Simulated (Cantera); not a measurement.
Feed: 1 mol FeS, 0.85 mol H2, 7.9 mol H2O, held at 650 K and 1.33 mbar.

Cantera equilibrium calculation (NASA polynomials, part measured and part estimated; ideal gas, pure solids and liquids). Candidate condensed phases: Fe, FeO, Fe(OH)2, Fe(OH)3, FeS, FeSO4, FeS2, Fe2O3, Fe2(SO4)3, Fe3O4, H2O, H2SO4, S; 22 gas species. FeS: taken at fixed stoichiometry. Equilibrium is a limit: real reactors are often held back by kinetics, nucleation or transport.

Base state: H2O 0.902, H2 0.0974, H2S 0.000777 (mole fractions); condensed: FeS(s) + Fe3O4(s).

Question: What changes in the equilibrium state with this change: temperature from 650 K to 1223 K?

Answer: 
```
species          before     after
-------------  --------  --------
H2O               0.902     0.796
H2               0.0974     0.163
S2                <1e-9    0.0139
SO2               <1e-9    0.0134
H2S            0.000777    0.0132
SH                <1e-9  0.000200
SO                <1e-9  0.000198
S2O               <1e-9   4.81e-5
FeS(s), mol       0.993     0.505
Fe3O4(s), mol   0.00227         0
FeO(s), mol           0     0.495
```
Metal and sulfide melt together well below either melting point, which pure phases cannot show. Mutual solubility and eutectic melting of coexisting phases are not modelled. The tables' stoichiometric FeO is somewhat more stable than real wüstite, so its field is too wide. FeO, FeS: taken at fixed stoichiometry. Gases not in the tables: S3 to S7.
